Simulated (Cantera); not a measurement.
# Ta₂O₅ + CH₄ + H₂ (carbothermic reduction)

Charge: 1 mol Ta₂O₅, a varied amount of CH₄, 15 mol H₂, at 702 °C and 750 Torr.

These are equilibrium values from Cantera (NASA tables, ideal gas, pure condensed phases), not measurements of a reactor. Candidate condensed phases: C, C₆H₆, C₇H₈, C₈H₁₈, H₂O, Ta, TaC, Ta₂O₅; 113 gas species. TaC: taken at fixed stoichiometry. Condensed phases not in the tables: Ta₂C. Equilibrium is a limit: real reactors are often held back by kinetics, nucleation or transport.

```tsv
n(CH₄) (mol)	log p H₂	log p CH₄	log p CO	log p H₂O	log p C₂H₆	n TaC(s)	n Ta₂O₅(s)	n C(graphite)
0.57	-0.02	-1.44	-4.39	-4.12	-6.71	0.000728	1.000	0
0.69	-0.02	-1.36	-4.27	-4.09	-6.55	0.000851	1.000	0
0.82	-0.02	-1.29	-4.16	-4.06	-6.40	0.000991	1.000	0
0.97	-0.03	-1.22	-4.05	-4.03	-6.26	0.00116	0.999	0
1.2	-0.03	-1.13	-3.91	-4.00	-6.08	0.00144	0.999	0
1.4	-0.04	-1.07	-3.81	-3.98	-5.95	0.00171	0.999	0
1.6	-0.04	-1.02	-3.72	-3.96	-5.84	0.00199	0.999	0
2	-0.05	-0.99	-3.68	-3.95	-5.79	0.00221	0.999	0.245
2.3	-0.05	-0.99	-3.68	-3.95	-5.79	0.00228	0.999	0.489
2.8	-0.05	-0.99	-3.68	-3.95	-5.79	0.00240	0.999	0.897
3.3	-0.05	-0.99	-3.68	-3.95	-5.79	0.00252	0.999	1.30
4	-0.05	-0.99	-3.68	-3.95	-5.79	0.00268	0.999	1.88
4.7	-0.05	-0.99	-3.68	-3.95	-5.79	0.00284	0.999	2.45
```
log p: log10 of the partial pressure in bar; n: condensed amount in mol.

From 0.57 mol CH₄ to 1.6 mol CH₄ the condensed part is TaC(s) + Ta₂O₅(s). From 2 mol CH₄ to 4.7 mol CH₄ the condensed part is C(graphite) + TaC(s) + Ta₂O₅(s).
